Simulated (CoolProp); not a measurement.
C3F8 (R218) at several states: fugacity coefficient from the reference equation and from simpler models built on Tc = 345.0 K, pc = 2640 kPa, ω = 0.317; each cubic takes its own stable root.

The numbers come from the reference Helmholtz-energy equation of state, Lemmon 2006 in CoolProp. It is a short technical equation, of lower accuracy than the large ones.

```tsv
T (K)	p (kPa)	phase	reference
315.6	794	gas	0.8654
196.8	182	liquid	0.05999
329.6	54.1	gas	0.9922
392.8	431	gas	0.9667
191.7	1650	liquid	0.005062
```

Question: How far does each simpler model (van der Waals, Peng-Robinson) lie from the reference over these 5 states: mean and median of the absolute difference, and the worst?

Answer: 
- van der Waals: mean 633.3 %, median 2.8 %, worst +1811.3 % at 191.7 K and 1650 kPa
- Peng-Robinson: mean 1.7 %, median 1.4 %, worst +3.2 % at 191.7 K and 1650 kPa
